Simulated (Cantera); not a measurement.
A Cantera script and what it prints.

```python
import numpy as np
import cantera as ct

gas_names = """
    B BN BO BO2 B2 B2O B2O2 B2O3 N NO NO2 NO3 N2 N2O O O2 O3
""".split()
cond_names = """
    B(b) B(L) BN(s) B2O3(L)
""".split()


# ... load() reads the species with a 1 bar reference pressure and builds the phases ...
atoms = {
    'BN': {'B': 1, 'N': 1},
    'O2': {'O': 2},
    'N2': {'N': 2},
}
top_T = {'BN(s)': 3200}  # K; cautious upper limits of use, not melting points


# ... equilibrate(T, P, feed) seeds the gas with the atoms and calls Mixture.equilibrate('TP', solver="vcs", rtol=1e-11, max_steps=5000) ...
results = []
feed = {'BN': 1, 'O2': 1.7, 'N2': 3.4}  # mol
P = 56000  # Pa
for T in [823, 973, 1123, 1273, 1423, 1573, 1723, 1873, 2023]:
    mix = equilibrate(T, P, feed)
    results.append((T, P, feed, dict(zip(mix.species_names, mix.species_moles))))

top = {s: max(r[3][s] / sum(r[3][g] for g in gas_names) for r in results) for s in gas_names}
cols = sorted((s for s in top if top[s] > 0.0001), key=lambda s: -top[s])[:8]
seen = [c for c in cond_names if any(r[3].get(c, 0) > 1e-12 for r in results)]
print("log10 of partial pressures in bar; condensed amounts in mol")
print(f"{'T/K':>10s}" + "".join(f"{s[:9]:>10s}" for s in cols + seen))
for T, P, feed, n in results:
    ng = sum(n[g] for g in gas_names)
    print(f"{T:10.4g}" + "".join(f"{np.log10(max(n[s] / ng * P / 1e5, 1e-99)):10.3f}" for s in cols)
          + "".join(f"{n.get(c, 0):10.4g}" for c in seen))
```

Result:

```
log10 of partial pressures in bar; condensed amounts in mol
       T/K        N2        O2      B2O3       BO2        NO         O   B2O3(L)
       823    -0.346    -0.960   -15.983   -14.737    -5.794   -13.118       0.5
       973    -0.346    -0.960   -12.053   -11.450    -4.900   -10.650       0.5
      1123    -0.347    -0.960    -9.209    -9.058    -4.244    -8.837       0.5
      1273    -0.347    -0.960    -7.062    -7.242    -3.743    -7.448       0.5
      1423    -0.347    -0.961    -5.387    -5.818    -3.348    -6.351       0.5
      1573    -0.347    -0.962    -4.047    -4.674    -3.028    -5.462    0.4991
      1723    -0.348    -0.964    -2.952    -3.734    -2.766    -4.727    0.4895
      1873    -0.356    -0.975    -2.042    -2.952    -2.552    -4.114    0.4151
      2023    -0.392    -1.018    -1.303    -2.313    -2.403    -3.608         0
```

Method: chemical equilibrium by Gibbs-energy minimisation in Cantera with the NASA 1993 tables (ideal gas, pure condensed phases).
